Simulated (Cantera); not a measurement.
Cantera run:

```python
import numpy as np
import cantera as ct

gas_names = [...]  # 136 gases of nasa_gas.yaml made of C, H, N, O
cond_names = """
    C(gr) C6H6(L) C7H8(L) C8H18(L),n-octa H2O(s) H2O(L)
""".split()


# ... load() reads the species with a 1 bar reference pressure and builds the phases ...
atoms = {
    'CH3OH': {'C': 1, 'H': 4, 'O': 1},
    'H2O': {'H': 2, 'O': 1},
    'N2': {'N': 2},
}
top_T = {'C(gr)': 4500}  # K; cautious upper limits of use, not melting points


# ... equilibrate(T, P, feed) seeds the gas with the atoms and calls Mixture.equilibrate('TP', solver="vcs", rtol=1e-11, max_steps=5000) ...
results = []
feed = {'CH3OH': 1, 'H2O': 2.5, 'N2': 24}  # mol
T = 2350  # K
P = 100000  # Pa
mix = equilibrate(T, P, feed)
results.append((T, P, feed, dict(zip(mix.species_names, mix.species_moles))))
print(gas.report(threshold=0.0001))
for i in range(1, mix.n_phases):
    print(f"{mix.phase(i).name:16s} {mix.phase_moles(i):12.5e} mol")
```

Output:

```
       temperature   2350 K
          pressure   1e+05 Pa
           density   0.12975 kg/m^3
  mean mol. weight   25.351 kg/kmol
   phase of matter   gas

                          1 kg             1 kmol
                     ---------------   ---------------
          enthalpy        1.8551e+06        4.7029e+07  J
   internal energy        1.0844e+06         2.749e+07  J
           entropy             10281        2.6063e+05  J/K
    Gibbs function       -2.2305e+07       -5.6546e+08  J
 heat capacity c_p            1494.9             37898  J/K
 heat capacity c_v              1167             29584  J/K

                      mass frac. Y      mole frac. X     chem. pot. / RT
                     ---------------   ---------------   ---------------
                CO          0.031422          0.028439           -37.481
               CO2         0.0093545         0.0053887           -57.967
                 H        0.00013292         0.0033429            -11.32
                H2         0.0057129           0.07184            -22.64
               H2O          0.055712            0.0784           -43.125
                NO        0.00013642        0.00011525           -34.338
                N2           0.89708           0.81182           -27.705
                OH        0.00042186        0.00062884           -31.806
     [ +128 minor]        2.4108e-05        2.9157e-05

C(gr)             0.00000e+00 mol
```

Cantera equilibrium calculation (NASA polynomials, part measured and part estimated; ideal gas, pure solids and liquids).
